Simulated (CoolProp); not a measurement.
A single-stage vapour-compression cycle with R227EA: evaporating at 258.15 K (dew point), condensing at 292.15 K (bubble point), superheat 0 K, subcooling 2 K, compressor efficiency 0.85, no pressure losses. Each further row changes one setting.

The numbers come from the reference Helmholtz-energy equation of state, Lemmon 2016 in CoolProp.

```json
[
 {"case": "as stated", "cooling COP": "5.37", "pressure ratio": "3.51", "discharge temperature (K)": "292.1", "refrigerating effect (kJ/kg)": "95.4", "volumetric capacity (kJ/m³)": "855"},
 {"case": "evaporating temperature 263.15 K", "cooling COP": "6.62", "pressure ratio": "2.85", "discharge temperature (K)": "292.1", "refrigerating effect (kJ/kg)": "(withheld)", "volumetric capacity (kJ/m³)": "1080"},
 {"case": "condensing temperature 287.15 K", "cooling COP": "(withheld)", "pressure ratio": "2.98", "discharge temperature (K)": "287.2", "refrigerating effect (kJ/kg)": "101", "volumetric capacity (kJ/m³)": "906"},
 {"case": "subcooling 7 K", "cooling COP": "5.69", "pressure ratio": "3.51", "discharge temperature (K)": "292.1", "refrigerating effect (kJ/kg)": "101", "volumetric capacity (kJ/m³)": "906"},
 {"case": "superheat 10 K", "cooling COP": "(withheld)", "pressure ratio": "3.51", "discharge temperature (K)": "(withheld)", "refrigerating effect (kJ/kg)": "103", "volumetric capacity (kJ/m³)": "882"},
 {"case": "compressor efficiency 0.75", "cooling COP": "(withheld)", "pressure ratio": "3.51", "discharge temperature (K)": "292.1", "refrigerating effect (kJ/kg)": "95.4", "volumetric capacity (kJ/m³)": "855"}
]
```

Fill in the missing entries.


- evaporating temperature 263.15 K, refrigerating effect (kJ/kg): 98.6
- condensing temperature 287.15 K, cooling COP: 6.54
- superheat 10 K, cooling COP: 5.49
- superheat 10 K, discharge temperature (K): 297.4
- compressor efficiency 0.75, cooling COP: 4.74

The compression ends wet for: as stated; evaporating temperature 263.15 K; condensing temperature 287.15 K; subcooling 7 K; compressor efficiency 0.75.
